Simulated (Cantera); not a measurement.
A perfectly stirred reactor is fed with H2 : O2 : N2 = 1 : 0.27 : 1.45 (molar parts), at 1.01 bar; it is adiabatic with a 598 K inlet, and is followed from long to short residence time, starting on the burning branch (τ in s: 0.15, 0.069, 0.032, 0.015, 0.0067, 0.0031, 0.0014, 0.00066, 0.0003, 0.00014, 6.4e-05, 3e-05).

Computed with Cantera and GRI-Mech 3.0 (53 species, 325 reactions).

x: mole fraction; the columns are a selection and need not sum to one.

```
τ (s)    T (K)   x H2      x O2    x HO2  x H2O     x N2O
-------  -----  -----  --------  -------  -----  --------
0.15      2077  0.186   1.81e-5  7.49e-9  0.220  7.54e-10
0.069     2068  0.185   2.94e-5  1.41e-8  0.219  8.72e-10
0.032     2056  0.185   4.77e-5  2.60e-8  0.219   1.04e-9
0.015     2038  0.183   7.79e-5  4.69e-8  0.218   1.29e-9
0.0067    2011  0.181  0.000134  8.59e-8  0.217   1.65e-9
0.0031    1974  0.179  0.000228  1.51e-7  0.215   2.14e-9
0.0014    1922  0.175  0.000403  2.69e-7  0.213   2.80e-9
0.00066   1858  0.171       [?]      [?]  0.211       [?]
0.00030   1773  0.165   0.00126  8.81e-7  0.208   4.51e-9
0.00014   1673  0.160   0.00229  1.72e-6  0.203   5.49e-9
6.4e-5    1555  0.157       [?]      [?]  0.196       [?]
3.0e-5    1425  0.165    0.0105  9.99e-6  0.182   8.41e-9
```

### Question
Some entries are withheld; supply them.

### Answer

- 0.00066, x O2: 0.000697
- 0.00066, x HO2: 4.72e-7
- 0.00066, x N2O: 3.57e-9
- 6.4e-5, x O2: 0.00460
- 6.4e-5, x HO2: 3.85e-6
- 6.4e-5, x N2O: 6.68e-9
